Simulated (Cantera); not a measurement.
## Equilibrium for hydrogen reduction and annealing atmospheres: Nb2O5 + H2

Input: 1 mol Nb2O5, 0.91 mol H2, equilibrated at 0.00133 bar.

Method: chemical equilibrium by Gibbs-energy minimisation in Cantera with the NASA 1993 tables (ideal gas, pure condensed phases). Candidate condensed phases: H2O, Nb, NbO, NbO2, Nb2O5; 12 gas species. Mutual solubility and eutectic melting of coexisting phases are not modelled. Condensed phases not in the tables: the oxides between NbO2 and Nb2O5. Rates play no part.

```csv
T (°C),log p H2,log p H2O,log p H,log p NbO2,log p OH,log p O,log p NbO,log p O2,n NbO2(s),n Nb2O5(s),n Nb2O5(l)
1002,-2.89,-4.37,-7.58,-13.68,-10.99,<-14,<-14,<-14,0.0584,0.971,0
1102,-2.90,-4.16,-6.91,-11.99,-9.92,-13.97,<-14,<-14,0.0950,0.952,0
1202,-2.91,-3.98,-6.34,-10.54,-8.99,-12.48,-14.17,-13.88,0.143,0.928,0
1302,-2.93,-3.83,-5.84,-9.28,-8.19,-11.18,-12.75,-12.42,0.202,0.899,0
1402,-2.95,-3.70,-5.41,-8.18,-7.48,-10.03,-11.50,-11.14,0.271,0.864,0
1502,-2.97,-3.60,-5.02,-7.20,-6.86,-9.02,-10.40,-10.00,0.347,0.827,0
1602,-2.97,-3.63,-4.67,-6.33,-6.44,-8.26,-9.27,-9.28,0.323,0,0.838
```
log p: log10 of the partial pressure in bar; n: condensed amount in mol.

From 1002 °C to 1502 °C the condensed part is NbO2(s) + Nb2O5(s). At 1602 °C the condensed part is NbO2(s) + Nb2O5(l).
